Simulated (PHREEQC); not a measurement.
Spent oxide etchant

Dissolve 0.013 mol NH4HF2, 0.019 mol H2SiF6, 0.00019 mol HBF4 and 9e-05 mol HCl per kg of water at 25 °C. Closed to the air; pH follows from the charge balance.

All values are PHREEQC results (ion-association model, phreeqc.dat), not measurements.

This is a speciation only: nothing precipitates in the calculation.

### Question
Estimate the pH, ionic strength, density.

### Answer
pH 1.65; ionic strength 0.0583 mol/kgw; density 0.999 g/cm³.

### Question
In which forms is F present?

### Answer
SiF6-2 81 %, HF 18 %, F- 0.7 %, BF4- 0.5 % of the F.

SiF6-2 is the database's only silicon fluoride. Real BF4- forms and hydrolyses slowly; the run takes it at equilibrium.
